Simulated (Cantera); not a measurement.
Ignition delay

Mixture: 1.58 % CH4, 0.158 % C2H6, 0.745 % C3H8, 13.5 % O2, 84.0 % N2, equivalence ratio 0.55, at 500000 Pa, adiabatic and at constant pressure. Ignition delay is the time to a rise of 400 K.

Detailed kinetics in Cantera: GRI-Mech 3.0 (53 species, 325 reactions). GRI-Mech 3.0 was tuned for natural gas; its chemistry of propane as a main component is partial and can be far from experiment.

| T0 (K) | delay (ms) |
|---|---|
| 1050 | 30.2 |
| 1125 | 8.85 |
| 1200 | 2.59 |
| 1275 | 0.800 |
| 1350 | 0.277 |
| 1425 | 0.110 |
| 1500 | 0.0504 |
| 1575 | 0.0264 |
| 1650 | 0.0158 |
| 1725 | 0.0109 |

```json
{
 "apparent activation energy between 1575 and 1725 K": "130 kJ/mol"
}
```
